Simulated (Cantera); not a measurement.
Cu + CO2 + N2 (metals in furnace atmospheres)

A closed system holds: 1 mol Cu, 23 mol CO2, 1.7 mol N2.

Method: chemical equilibrium by Gibbs-energy minimisation in Cantera with the NASA 1993 tables (ideal gas, pure condensed phases). Candidate condensed phases: C, Cu, CuO, Cu2O; 27 gas species. Each liquid is taken as pure. Mutual solubility and eutectic melting of coexisting phases are not modelled. The numbers say what is thermodynamically allowed, not how fast it happens.

Stable condensed phases:

```
T in °C \ P in Pa
              10      61     370    2200   13000   82000  500000 3000000
   1725        A       A       A       A       B       B       C       C
   1675        A       A       A       A       B       B       C       C
   1625        A       A       A       A       B       B       C       C
   1575        A       A       A       A       B       B       C       C
   1525        A       A       A       B       B       B       C       C
   1475        A       A       A       B       B       B       C       C
   1425        A       A       A       B       B       B       C       C
   1375        A       A       B       B       B       B       C       C
   1325        A       A       B       B       B       B       C       C
   1275        A       B       B       B       B       C       C       C
   1225        A       B       B       B       B       C       C       C
   1175        B       B       B       B       B       C       C       C
```

A: gas only; B: Cu; C: Cu + Cu2O.
